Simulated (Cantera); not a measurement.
# Equilibrium for silicon nitride deposition: SiF₄ + NH₃ + N₂

Feed: 1 mol SiF₄, 3.7 mol NH₃, 1.3 mol N₂, held at 825 °C and 100 Torr.

Cantera equilibrium calculation (NASA polynomials, part measured and part estimated; ideal gas, pure solids and liquids). Candidate condensed phases: Si, Si₃N₄; 37 gas species. The tables' values for SiF₃ are old estimates; treat these amounts as uncertain. Kinetics and transport are ignored.

```json
{
  "x(H₂)": "0.571",
  "x(N₂)": "0.325",
  "x(SiF₄)": "0.102",
  "x(HF)": "0.00115",
  "x(SiHF₃)": "0.000471",
  "x(SiF₃)": "3.73e-5",
  "x(NH₃)": "1.05e-5",
  "x(SiH₂F₂)": "1.10e-6",
  "n(Si₃N₄(s))": "0.000520 mol",
  "gas_amount": "9.701 mol",
  "log10 activity of Si(s) (absent)": "-5.12"
}
```
